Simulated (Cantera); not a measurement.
Gas-phase reforming

An isothermal, constant-pressure homogeneous reactor starts with CH4 : CO2 = 1 : 0.68 (molar parts), at 1275 K and 0.987 atm.

Computed with Cantera and GRI-Mech 3.0 (53 species, 325 reactions).

```
t (s)     x CH4  x CO2    x O2    x C2H6    x CH3
--------  -----  -----  ------  --------  -------
0.000100  0.595  0.405  <1e-12  1.28e-10  2.77e-7
0.000339  0.595  0.405  <1e-12   4.94e-9  9.29e-7
0.00115   0.595  0.405  <1e-12   1.69e-7  2.85e-6
0.00389   0.595  0.405  <1e-12   2.83e-6  5.12e-6
0.0132    0.595  0.405  <1e-12   1.54e-5  5.50e-6
0.0447    0.595  0.405  <1e-12   5.73e-5  6.13e-6
0.152     0.595  0.405  <1e-12  0.000183  7.73e-6
0.514     0.593  0.405  <1e-12  0.000427  1.01e-5
1.74      0.588  0.403  <1e-12  0.000510  1.08e-5
5.90      0.569  0.398  <1e-12  0.000422  9.99e-6
20.0      0.512  0.373  <1e-12  0.000294  8.56e-6
```
x: mole fraction; the columns are a selection and need not sum to one.

Equilibrium at this temperature and pressure: CH4 0.102, CO2 2.50e-5, O2 <1e-12, C2H6 2.76e-5, CH3 2.20e-6 (gas phase only).
